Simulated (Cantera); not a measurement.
Charge: 1 mol C2H5OH, 0.011 mol NH3, 2 mol H2.

Equilibrium computed with Cantera from the NASA thermochemical tables; the gas is ideal and each condensed phase is pure. Candidate condensed phases: C, C6H6, C7H8, C8H18, H2O; 136 gas species. The ideal-gas law is rough above about 30 bar. Rates play no part.

Stable condensed phases, one row left out:

```
T in °C \ P in Pa
               10       72      520     3700    27000   190000  1400000 10000000
   2625         A        A        B        B        B        B        B        B
   2550         A        A        B        B        B        B        B        B
   2475         A        B        B        B        B        B        B        B
   2325         B        B        B        B        B        B        B        B
   2250         B        B        B        B        B        B        B        B
   2175         B        B        B        B        B        B        B        B
   2100         B        B        B        B        B        B        B        B
   2025         B        B        B        B        B        B        B        B
```

A: gas only; B: C.

Give the row for 2400 °C.

10: gas only; 72: C; 520: C; 3700: C; 27000: C; 190000: C; 1400000: C; 10000000: C.
